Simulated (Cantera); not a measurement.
Diamond growth

A diamond (100) surface in a fixed gas of H2 with x(CH4) = 0.0076, x(CH3) = 1.9e-05, at 1000 K, 0.0640 bar; coverages are run to steady state.

Computed with Cantera and the Harris–Goodwin 1993 mechanism for the reconstructed diamond (100) surface.

```json
[
 {"x(H)": "0.0001", "growth (µm/h)": "0.198", "θ c6HH": "0.605", "θ c6H*": "0.0162", "θ c6*H": "0.331", "θ c6**": "0.00475", "θ c6HM": "0.0314"},
 {"x(H)": "0.00022", "growth (µm/h)": "0.330", "θ c6HH": "0.594", "θ c6H*": "0.0171", "θ c6*H": "0.350", "θ c6**": "0.00666", "θ c6HM": "0.0239"},
 {"x(H)": "0.00049", "growth (µm/h)": "0.458", "θ c6HH": "0.592", "θ c6H*": "0.0177", "θ c6*H": "0.361", "θ c6**": "0.00811", "θ c6HM": "0.0150"},
 {"x(H)": "0.0011", "growth (µm/h)": "0.548", "θ c6HH": "0.594", "θ c6H*": "0.0180", "θ c6*H": "0.368", "θ c6**": "0.00899", "θ c6HM": "0.00800"},
 {"x(H)": "0.0024", "growth (µm/h)": "0.599", "θ c6HH": "0.595", "θ c6H*": "0.0182", "θ c6*H": "0.372", "θ c6**": "0.00944", "θ c6HM": "0.00401"},
 {"x(H)": "0.0053", "growth (µm/h)": "0.625", "θ c6HH": "0.596", "θ c6H*": "0.0183", "θ c6*H": "0.374", "θ c6**": "0.00967", "θ c6HM": "0.00189"},
 {"x(H)": "0.012", "growth (µm/h)": "0.638", "θ c6HH": "0.596", "θ c6H*": "0.0185", "θ c6*H": "0.374", "θ c6**": "0.00979", "θ c6HM": "0.000855"},
 {"x(H)": "0.026", "growth (µm/h)": "0.645", "θ c6HH": "0.596", "θ c6H*": "0.0187", "θ c6*H": "0.375", "θ c6**": "0.00986", "θ c6HM": "0.000398"},
 {"x(H)": "0.057", "growth (µm/h)": "0.649", "θ c6HH": "0.596", "θ c6H*": "0.0191", "θ c6*H": "0.374", "θ c6**": "0.00994", "θ c6HM": "0.000183"}
]
```
θ: site fractions in the mechanism's names (c6HH fully hydrogenated, c6H* and c6*H radical sites, c6** diradical, c6HM methylated).
